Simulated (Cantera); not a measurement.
## Stirred combustor or abatement burner

A perfectly stirred reactor is fed with 15.6 % H2, 17.8 % O2, 66.6 % N2, equivalence ratio 0.44, at 2.10 bar; it is adiabatic with a 398 K inlet, and is followed from long to short residence time, starting on the burning branch (τ in s: 0.043, 0.019, 0.0082, 0.0036, 0.0016, 0.00068, 0.0003, 0.00013, 5.7e-05, 2.5e-05).

Model: GRI-Mech 3.0 (53 species, 325 reactions), integrated in Cantera. The hydrogen kinetics of GRI-Mech 3.0 are dated; newer H2 mechanisms differ, most at raised pressure.

| τ (s) | T (K) | x H2 | x O2 | x NO | x H2O2 | x HO2 | x H2O |
|---|---|---|---|---|---|---|---|
| 0.043 | 1597 | 0.000130 | 0.108 | 3.90e-6 | 2.73e-7 | 4.24e-6 | 0.169 |
| 0.019 | 1595 | 0.000223 | 0.108 | 3.83e-6 | 3.94e-7 | 7.05e-6 | 0.168 |
| 0.0082 | 1592 | 0.000390 | 0.108 | 3.47e-6 | 5.68e-7 | 1.18e-5 | 0.168 |
| 0.0036 | 1587 | 0.000672 | 0.108 | 3.03e-6 | 8.03e-7 | 1.90e-5 | 0.168 |
| 0.0016 | 1579 | 0.00115 | 0.108 | 2.77e-6 | 1.13e-6 | 2.96e-5 | 0.167 |
| 0.00068 | 1565 | 0.00201 | 0.108 | 2.85e-6 | 1.61e-6 | 4.54e-5 | 0.165 |
| 0.00030 | 1543 | 0.00344 | 0.108 | 3.30e-6 | 2.33e-6 | 6.51e-5 | 0.163 |
| 0.00013 | 1507 | 0.00607 | 0.109 | 3.93e-6 | 3.56e-6 | 8.99e-5 | 0.159 |
| 5.7e-5 | 1446 | 0.0113 | 0.111 | 4.07e-6 | 5.93e-6 | 0.000120 | 0.152 |
| 2.5e-5 | 1317 | 0.0275 | 0.118 | 2.25e-6 | 1.23e-5 | 0.000172 | 0.134 |
x: mole fraction; the columns are a selection and need not sum to one.
